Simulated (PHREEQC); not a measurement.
# Hard or scaling water (model solution)

Make-up at 25 °C: 3.2 mmol/kgw CaCl2, 0.0069 mmol/kgw CO2 and 0.69 mmol/kgw KCl. Closed to the air; pH follows from the charge balance.

Computed with PHREEQC (ion-association model, wateq4f.dat).

| Item | Value |
|---|---|
| pH | 5.81 |
| ionic strength | 0.0103 mol/kgw |

```csv
species,molality,activity,log γ
Cl-,0.00709,0.00637,-0.046
Ca+2,0.00320,0.00214,-0.176
K+,0.000690,0.000620,-0.046
CO2,5.20e-6,5.22e-6,0.001
H+,1.70e-6,1.55e-6,-0.040
HCO3-,1.65e-6,1.49e-6,-0.044
CaHCO3+,4.49e-8,4.06e-8,-0.043
OH-,7.16e-9,6.44e-9,-0.046
```

Precipitation was switched off in this run. Species that the database lacks are ignored.
